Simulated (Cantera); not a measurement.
# Carbon deposition, reforming and gasification: acetone + H₂

Feed: 1 mol acetone, 6.5 mol H₂, held at 2100 K and 750 Torr.

Method: chemical equilibrium by Gibbs-energy minimisation in Cantera with the NASA 1993 tables (ideal gas, pure condensed phases). Candidate condensed phases: C, C₆H₆, C₇H₈, C₈H₁₈, H₂O; 110 gas species. The feed counts by its element totals alone. Equilibrium is a limit: real reactors are often held back by kinetics, nucleation or transport.

| Item | Result |
|---|---|
| x(H₂) | 0.900 |
| x(CO) | 0.0951 |
| x(H) | 0.00296 |
| x(C₂H₂ (acetylene)) | 0.00130 |
| x(CH₄) | 0.000267 |
| x(CH₃) | 1.71e-5 |
| x(H₂O) | 6.88e-6 |
| x(C₂H₄) | 4.63e-6 |
| n(C(graphite)) | 1.97 mol |
| gas amount | 10.51 mol |
